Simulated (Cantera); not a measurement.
Feed: 1 mol Ta(OEt)5, 2 mol CO2, 240 mol H2, equilibrated at 2425 °C and 1 atm.

Cantera equilibrium calculation (NASA polynomials, part measured and part estimated; ideal gas, pure solids and liquids). Candidate condensed phases: C, C6H6, C7H8, C8H18, H2O, Ta, TaC, Ta2O5; 113 gas species. The feed counts by its element totals alone. TaC: taken at fixed stoichiometry. Condensed phases not in the tables: Ta2C. Rates play no part.

Base state: H2 0.909, H 0.0534, CO 0.0335, C2H2 (acetylene) 0.00364, CH3 3.90e-5, CH4 3.87e-5, C2H 2.26e-5 (mole fractions); condensed: TaC(s).

Q: What changes in the equilibrium state with this change: temperature from 2425 °C to 577 °C?

A: 
```
species            before     after
----------------  -------  --------
H2                  0.909     0.924
CH4               3.87e-5    0.0495
H2O               1.16e-6    0.0266
H                  0.0534     <1e-9
CO                 0.0335  0.000370
C2H2 (acetylene)  0.00364     <1e-9
CH3               3.90e-5     <1e-9
TaC(s), mol          1.00         0
Ta2O5(s), mol           0     0.500
```
